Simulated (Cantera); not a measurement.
Transport properties of process gases

Gas mixture: 74.4 % O2, 25.6 % N2, at 0.0132 atm, frozen composition.

Cantera's kinetic-theory transport with the Lennard-Jones parameters of GRI-Mech 3.0, ideal gas; thermal conductivity in the mixture-averaged form.

```
T (K)  ρ (kg/m³)  cp (J/kg/K)  μ (µPa s)  λ (mW/m/K)     Pr  D (cm²/s) CH4  D (cm²/s) OH  D (cm²/s) CH3
-----  ---------  -----------  ---------  ----------  -----  -------------  ------------  -------------
400       0.0124        965.7       24.8        33.6  0.713           28.6          40.3           28.7
600      0.00828         1019       32.9        47.4  0.708           57.6          80.3           57.9
800      0.00621         1070       39.9        60.3  0.709           93.8           130           94.3
1000     0.00497         1109       46.3        72.3  0.710            136           189            137
1200     0.00414         1135       52.1        83.5  0.708            185           256            186
1400     0.00355         1157       57.6        94.2  0.707            239           330            241
```
D: mixture-averaged diffusion coefficient of that species in the mixture.
